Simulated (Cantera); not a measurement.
**Sublimation and decomposition of ceramics: SiO₂ + C + N₂ + Si**

Charge: 1 mol SiO₂, 0.32 mol C, 5.4 mol N₂, 0.12 mol Si, at 13.3 mbar.

Method: chemical equilibrium by Gibbs-energy minimisation in Cantera with the NASA 1993 tables (ideal gas, pure condensed phases). Candidate condensed phases: C, Si, SiC, SiO₂, Si₂N₂O, Si₃N₄; 56 gas species. Ions and electrons are included (thermal ionisation). The tables' values for SiO₂, SiN are old estimates; treat these amounts as uncertain. Rates play no part.

From 3000 K to 5000 K nothing is condensed. The main Si-bearing gas is SiO at 3000 K and Si at 5000 K.

| T (K) | log p N₂ | log p N | log p O | log p SiO | log p Si | log p CO | log p NO |
|---|---|---|---|---|---|---|---|
| 3000 | -2.01 | -5.86 | -3.09 | -2.69 | -6.76 | -3.24 | -4.08 |
| 3250 | -2.01 | -5.22 | -3.03 | -2.69 | -5.72 | -3.24 | -4.25 |
| 3500 | -2.01 | -4.66 | -3.01 | -2.70 | -4.80 | -3.24 | -4.41 |
| 3750 | -2.02 | -4.18 | -2.97 | -2.72 | -4.04 | -3.24 | -4.55 |
| 4000 | -2.03 | -3.77 | -2.89 | -2.79 | -3.48 | -3.25 | -4.62 |
| 4250 | -2.05 | -3.40 | -2.78 | -2.95 | -3.13 | -3.27 | -4.64 |
| 4500 | -2.09 | -3.09 | -2.69 | -3.23 | -2.93 | -3.30 | -4.69 |
| 4750 | -2.14 | -2.82 | -2.64 | -3.62 | -2.86 | -3.32 | -4.77 |
| 5000 | -2.20 | -2.58 | -2.64 | -4.06 | -2.85 | -3.37 | -4.89 |
log p: log10 of the partial pressure in bar; nothing condenses.
